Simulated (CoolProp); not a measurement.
Vapour-liquid equilibrium of propane (1) + isohexane (2) at 0.00764 MPa; x and y are mole fractions of (1).

The numbers come from the multi-fluid Helmholtz-energy mixture model, Lemmon 2009 and Lemmon 2006; pair parameters Bell 2016 in CoolProp.

Give the bubble temperature and the first vapour's composition at x = 0.125, 0.275, 0.95. Is there an azeotrope?

x = 0.125: 217.2 K, y = 0.976; x = 0.275: 203.4 K, y = 0.994; x = 0.95: 186.1 K, y = 1.000. No azeotrope shows between x = 0.05 and 0.95.

The pair parameters rest on a limited set of measurements; away from them the model extrapolates.
